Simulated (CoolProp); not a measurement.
Vapour-liquid equilibrium of n-heptane (1) + p-xylene (2) at 0.17 MPa; x and y are mole fractions of (1).

Model: multi-fluid Helmholtz-energy mixture model, Span 2003 and Zhou 2012; pair parameters Bell 2016, in CoolProp.

**Question.** Give the bubble temperature and the first vapour's composition at x = 0.15, 0.65, 0.85. Is there an azeotrope?

**Answer.** x = 0.15: 420.5 K, y = 0.343; x = 0.65: 399.3 K, y = 0.826; x = 0.85: 393.8 K, y = 0.931. No azeotrope shows between x = 0.05 and 0.95.

The pair parameters rest on a limited set of measurements; away from them the model extrapolates.
